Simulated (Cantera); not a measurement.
Charge: 1 mol n-butane, 0.14 mol CO2, 3.2 mol H2, held at 2525 °C and 85.0 bar.

Method: chemical equilibrium by Gibbs-energy minimisation in Cantera with the NASA 1993 tables (ideal gas, pure condensed phases). Candidate condensed phases: C, C6H6, C7H8, C8H18, H2O; 110 gas species. The ideal-gas law is rough above about 30 bar. Kinetics and transport are ignored.

Q: What is the equilibrium state?

A: 
```
Quantity                 Value
-------------------  ---------
x(H2)                    0.918
x(CO)                   0.0331
x(C2H2 (acetylene))     0.0304
x(H)                   0.00845
x(CH4)                 0.00704
x(CH3)                 0.00108
x(C2H4)               0.000674
x(C4H2)               0.000420
x(C3H3 (propargyl))    9.00e-5
n(C(graphite))        3.24 mol
gas amount           8.444 mol
```
